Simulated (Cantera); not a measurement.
A freely propagating, adiabatic, planar premixed flame of 13.8 % CH4, 18.3 % O2, 67.9 % N2, equivalence ratio 1.5, unburnt at 650 K and 0.300 bar; mixture-averaged transport, grid criteria slope 0.08 and curve 0.16, no radiation.

Model: GRI-Mech 3.0 (53 species, 325 reactions), integrated in Cantera. Burning velocities carry a grid error of a few per cent, more on coarse grids.

x: mole fraction of selected species; z is measured from the peak of heat release.

```
z (mm)  T (K)  u (m/s)     x CH4      x O2       x H    x CH2O    x C2H    x HO2
------  -----  -------  --------  --------  --------  --------  -------  -------
-4.29     651    0.990     0.137     0.182     <1e-8   3.08e-7    <1e-8  1.66e-7
-2.86     656     1.01     0.135     0.181   1.15e-8   5.78e-6    <1e-8  2.20e-6
-2.14     673     1.04     0.133     0.178   2.02e-7   2.67e-5    <1e-8  7.87e-6
-1.43     762     1.19     0.124     0.170   4.79e-6  0.000166    <1e-8  2.34e-5
-0.715   1154     1.86    0.0862     0.132  0.000120  0.000868    <1e-8  5.53e-5
-0.357   1510     2.48    0.0495    0.0884  0.000754   0.00113  4.89e-8  8.97e-5
0        1836     3.06    0.0163    0.0417   0.00301  0.000627  1.19e-6  4.43e-5
0.357    2011     3.37       ___       ___       ___       ___      ___      ___
0.715    2074     3.47  0.000664   0.00447   0.00728   5.88e-5  2.40e-6  9.92e-7
1.43     2104     3.52   5.00e-5  0.000530   0.00779   5.97e-6  5.84e-7  7.81e-8
2.86     2113     3.53   1.74e-6  0.000123   0.00748   2.37e-7  3.76e-8  2.88e-8
5.72     2118     3.53       ___       ___   0.00692     <1e-8    <1e-8      ___
11.4     2125     3.54     <1e-8   7.78e-5   0.00609     <1e-8    <1e-8  1.96e-8
```

Task: Fill in the missing entries.

Result: 
- 0.357, x CH4: 0.00332
- 0.357, x O2: 0.0144
- 0.357, x H: 0.00580
- 0.357, x CH2O: 0.000206
- 0.357, x C2H: 3.19e-6
- 0.357, x HO2: 7.38e-6
- 5.72, x CH4: 1.90e-8
- 5.72, x O2: 9.99e-5
- 5.72, x HO2: 2.44e-8
